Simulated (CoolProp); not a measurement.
Aqueous potassium carbonate as a coolant, at -1 °C, 1 atm.

Values from CoolProp's Melinder's fits for secondary coolants.

```tsv
mass %	freezing point (°C)	viscosity (mPa s)	density (kg/m³)	cp (kJ/(kg K))	conductivity (W/(m K))
6.5	-2.2	2.06	1063	3.811	0.557
9	-3.2	2.17	…	3.700	0.555
11.4	-4.2	…	1110	3.602	0.553
13.9	-5.4	2.42	1135	3.506	…
16.3	-6.6	2.57	1160	3.415	0.548
18.8	-8.0	2.77	1186	…	0.546
21.2	-9.6	2.99	1211	3.231	…
23.7	-11.6	3.28	1238	3.139	0.541
26.1	-13.9	3.63	1264	3.053	0.538
28.6	-16.8	…	…	2.969	0.536
```

**Question.** Some entries are withheld; supply them.

**Answer.** 
- 9, density (kg/m³): 1087
- 11.4, viscosity (mPa s): 2.28
- 13.9, conductivity (W/(m K)): 0.550
- 18.8, cp (kJ/(kg K)): 3.321
- 21.2, conductivity (W/(m K)): 0.543
- 28.6, viscosity (mPa s): 4.08
- 28.6, density (kg/m³): 1292
